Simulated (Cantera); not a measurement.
**Al + CO + N2 (metals in furnace atmospheres)**

Feed: 1 mol Al, 10 mol CO, 290 mol N2, equilibrated at 30000 Pa.

Equilibrium computed with Cantera from the NASA thermochemical tables; the gas is ideal and each condensed phase is pure. Candidate condensed phases: Al, AlN, Al2O3, C; 32 gas species. Kinetics and transport are ignored.

From 648 K to 1248 K the condensed part is Al2O3(s) + C(graphite).

| T (K) | x N2 | x CO | x CO2 | n Al2O3(s) | n C(graphite) |
|---|---|---|---|---|---|
| 648 | 0.985 | 0.00103 | 0.0139 | 0.500 | 5.60 |
| 723 | 0.983 | 0.00503 | 0.0119 | 0.500 | 5.01 |
| 798 | 0.978 | 0.0148 | 0.00693 | 0.500 | 3.56 |
| 873 | 0.974 | 0.0245 | 0.00204 | 0.500 | 2.11 |
| 948 | 0.972 | 0.0277 | 0.000403 | 0.500 | 1.62 |
| 1023 | 0.972 | 0.0283 | 8.60e-5 | 0.500 | 1.53 |
| 1098 | 0.972 | 0.0284 | 2.21e-5 | 0.500 | 1.51 |
| 1173 | 0.972 | 0.0285 | 6.78e-6 | 0.500 | 1.50 |
| 1248 | 0.972 | 0.0285 | 2.40e-6 | 0.500 | 1.50 |
x: gas mole fraction; n: condensed amount in mol.
